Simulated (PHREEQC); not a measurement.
Dissolve 0.0043 mol NH4HF2, 0.11 mol (NH4)2SiF6, 5e-05 mol H3PO4 and 0.00735 mol HCl per kg of water at 25 °C. Closed to the air; pH follows from the charge balance.

Computed with PHREEQC (ion-association model, wateq4f.dat).

Precipitation was switched off in this run.

Question: What pH, activity of water does the model give?

Answer: pH 2.42; activity of water 0.994.

Question: In which forms is P present?

Answer: H2PO4- 73 %, H3PO4 27 % of the P.

H3PO4, which wateq4f.dat lacks, is added to it with the constant of phreeqc.dat. SiF6-2 is the database's only silicon fluoride.
